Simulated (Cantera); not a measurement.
## Equilibrium for silicon oxide and oxynitride deposition: Si₂H₆ + CO₂

Feed: 1 mol Si₂H₆, 0.1 mol CO₂, equilibrated at 1473.15 K and 0.100 bar.

Cantera equilibrium calculation (NASA polynomials, part measured and part estimated; ideal gas, pure solids and liquids). Candidate condensed phases: C, C₆H₆, C₇H₈, C₈H₁₈, H₂O, Si, SiC, SiO₂; 123 gas species. The feed counts by its element totals alone. Mutual solubility and eutectic melting of coexisting phases are not modelled. The tables hold silica as quartz up to 1696 K and as liquid above; real silica turns to tridymite and cristobalite and melts near 1996 K. Kinetics and transport are ignored.

| Quantity | Value |
|---|---|
| x(H₂) | 0.997 |
| x(SiO) | 0.00315 |
| x(CO) | 7.73e-5 |
| x(H) | 4.00e-5 |
| x(H₂O) | 2.46e-6 |
| x(CH₄) | 1.91e-6 |
| x(SiH₂) | 1.05e-6 |
| n(Si(s)) | 1.80 mol |
| n(SiC(s)) | 0.0998 mol |
| n(SiO₂(β-quartz)) | 0.0951 mol |
| gas amount | 3.010 mol |
| log10 activity of C(graphite) (absent) | -2.18 |
